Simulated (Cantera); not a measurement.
## Adiabatic ignition

An adiabatic, constant-pressure homogeneous reactor starts with CH4 : O2 : N2 : H2O = 1 : 3.33 : 12.5 : 2 (molar parts), equivalence ratio 0.60, at 1200 K and 0.918 atm.

Computed with Cantera and GRI-Mech 3.0 (53 species, 325 reactions).

```tsv
t (s)	T (K)	x CH4	x O2	x H2O	x C2H4	x NO
4.00e-6	1200	0.0531	0.177	0.106	<1e-12	<1e-12
9.16e-6	1200	0.0531	0.177	0.106	<1e-12	<1e-12
2.10e-5	1200	0.0531	0.177	0.106	<1e-12	<1e-12
4.80e-5	1200	0.0531	0.177	0.106	<1e-12	<1e-12
0.000110	1200	0.0531	0.177	0.106	<1e-12	<1e-12
0.000252	1200	0.0531	0.177	0.106	1.76e-12	<1e-12
0.000577	1200	0.0531	0.177	0.106	2.90e-11	<1e-12
0.00132	1200	0.0531	0.177	0.106	6.66e-10	<1e-12
0.00303	1200	0.0531	0.177	0.106	2.02e-8	<1e-12
0.00693	1200	0.0530	0.177	0.106	2.80e-7	<1e-12
0.0159	1201	0.0529	0.177	0.106	2.24e-6	<1e-12
0.0364	1210	0.0512	0.175	0.108	5.43e-5	<1e-12
0.0833	2224	<1e-12	0.0693	0.207	<1e-12	0.000991
0.191	2220	<1e-12	0.0682	0.208	<1e-12	0.00325
0.437	2216	<1e-12	0.0669	0.208	<1e-12	0.00574
1.00	2214	<1e-12	0.0665	0.208	<1e-12	0.00668
```
x: mole fraction; the columns are a selection and need not sum to one.

```yaml
time_of_steepest_temperature_rise: 46.4 ms
temperature at 1.00 s: 2214 K
equilibrium_temperature: 2214 K
x(CH4) at 1.00 s: <1e-12 (gas-phase equilibrium <1e-12)
x(O2) at 1.00 s: 0.0665 (gas-phase equilibrium 0.0664)
x(H2O) at 1.00 s: 0.208 (gas-phase equilibrium 0.208)
```
